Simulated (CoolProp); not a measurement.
Vapour-liquid equilibrium of propylene (1) + cyclohexane (2) at 309.9 K; x and y are mole fractions of (1).

Model: multi-fluid Helmholtz-energy mixture model, Lemmon 2013 and Zhou 2014; pair parameters Bell 2016, in CoolProp.

| x | bubble pressure (kPa) | y at the bubble point | dew pressure at overall composition x (kPa) | liquid density (mol/L) |
|---|---|---|---|---|
| 0.05 | 108.0 | 0.803 | 22.73 | 9.206 |
| 0.2 | 349.6 | 0.943 | 26.99 | 9.647 |
| 0.35 | 570.5 | 0.968 | 33.20 | 10.10 |
| 0.5 | 778.6 | 0.979 | 43.10 | 10.56 |
| 0.65 | 982.3 | 0.986 | 61.39 | 11.00 |
| 0.8 | 1193 | 0.992 | 106.5 | 11.38 |
| 0.95 | 1434 | 0.998 | 395.8 | 11.56 |

No azeotrope shows between x = 0.05 and 0.95.

The pair parameters rest on a limited set of measurements; away from them the model extrapolates. The gap from Raoult's law changes sign with composition, which may be real or a fault of the pair parameters; it wasn't checked against measurements.
